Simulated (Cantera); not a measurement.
Cantera with NASA thermochemical tables; ideal gases at 1 bar, condensed phases pure. Values are per mole of reaction as written; species without (g) are pure solids or liquids, kept so even where they would boil at 1 bar.

**Question.** Between 1550 and 2225 K, where is each reaction favourable under standard conditions?
- 4 OH(g) + Zr = ZrO₂(g) + 2 H₂O(g)

**Answer.** 
- 4 OH(g) + Zr = ZrO₂(g) + 2 H₂O(g): ΔG° is -708 kJ at 1550 K and -599 kJ at 2225 K; it stays negative (K > 1). ΔH° is -981 kJ and ΔS° -171 J/K at 2225 K.
